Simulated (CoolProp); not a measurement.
Vapour-liquid equilibrium of fluoroethane (R161) (1) + R1234yf (2) at 80.4 kPa; x and y are mole fractions of (1).

Model: multi-fluid Helmholtz-energy mixture model, Wu 2012 and Lemmon 2022; pair parameters Bell 2016, in CoolProp.

Problem. Give the bubble temperature and the first vapour's composition at x = 0.15, 0.35, 0.55. Is there an azeotrope?

Solution. x = 0.15: -36.5 °C, y = 0.218; x = 0.35: -38.6 °C, y = 0.450; x = 0.55: -40.2 °C, y = 0.636. No azeotrope shows between x = 0.05 and 0.95.

The pair parameters rest on a limited set of measurements; away from them the model extrapolates.
